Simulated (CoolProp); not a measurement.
A single-stage vapour-compression cycle with isobutane: evaporating at 226.15 K (dew point), condensing at 246.15 K (bubble point), superheat 8 K, subcooling 8 K, compressor efficiency 0.75, no pressure losses. Each further row changes one setting.

Computed with CoolProp (reference Helmholtz-energy equation of state, Bücker 2006).

| case | cooling COP | pressure ratio | discharge temperature (K) | refrigerating effect (kJ/kg) | volumetric capacity (kJ/m³) |
|---|---|---|---|---|---|
| as stated | 8.29 | 2.69 | 266.7 | 380 | 228 |
| evaporating temperature 231.15 K | 11.5 | 2.06 | ___ | 387 | 297 |
| condensing temperature 241.15 K | ___ | 2.14 | ___ | 391 | 234 |
| subcooling 13 K | 8.52 | 2.69 | 266.7 | 391 | 234 |
| superheat 18 K | 8.24 | 2.69 | 277.0 | ___ | ___ |
| compressor efficiency 0.65 | 7.19 | 2.69 | 271.3 | 380 | 228 |

### Question
Some entries are withheld; supply them.

### Answer

- evaporating temperature 231.15 K, discharge temperature (K): 263.1
- condensing temperature 241.15 K, cooling COP: 11.2
- condensing temperature 241.15 K, discharge temperature (K): 259.1
- superheat 18 K, refrigerating effect (kJ/kg): 394
- superheat 18 K, volumetric capacity (kJ/m³): 226
